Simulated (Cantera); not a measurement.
**Equilibrium for halide evaporation, hydrolysis and transport: MgF₂ + H₂**

A closed system holds: 1 mol MgF₂, 18 mol H₂, equilibrated at 0.0550 bar.

Cantera equilibrium calculation (NASA polynomials, part measured and part estimated; ideal gas, pure solids and liquids). Candidate condensed phases: Mg, MgF₂; 17 gas species. Rates play no part.

From 773 K to 1473 K the condensed part is MgF₂(s).

```json
[
 {"T (K)": "773", "log p H₂": "-1.26", "log p HF": "-11.42", "log p Mg": "-11.73", "log p MgF₂": "<-13", "n MgF₂(s)": "1.00"},
 {"T (K)": "873", "log p H₂": "-1.26", "log p HF": "-9.58", "log p Mg": "-9.88", "log p MgF₂": "<-13", "n MgF₂(s)": "1.00"},
 {"T (K)": "973", "log p H₂": "-1.26", "log p HF": "-8.12", "log p Mg": "-8.42", "log p MgF₂": "-11.39", "n MgF₂(s)": "1.000"},
 {"T (K)": "1073", "log p H₂": "-1.26", "log p HF": "-6.94", "log p Mg": "-7.24", "log p MgF₂": "-9.48", "n MgF₂(s)": "1.000"},
 {"T (K)": "1173", "log p H₂": "-1.26", "log p HF": "-5.96", "log p Mg": "-6.27", "log p MgF₂": "-7.90", "n MgF₂(s)": "1.000"},
 {"T (K)": "1273", "log p H₂": "-1.26", "log p HF": "-5.14", "log p Mg": "-5.45", "log p MgF₂": "-6.58", "n MgF₂(s)": "0.999"},
 {"T (K)": "1373", "log p H₂": "-1.26", "log p HF": "-4.45", "log p Mg": "-4.76", "log p MgF₂": "-5.46", "n MgF₂(s)": "0.993"},
 {"T (K)": "1473", "log p H₂": "-1.26", "log p HF": "-3.84", "log p Mg": "-4.16", "log p MgF₂": "-4.49", "n MgF₂(s)": "0.965"}
]
```
log p: log10 of the partial pressure in bar; n: condensed amount in mol.
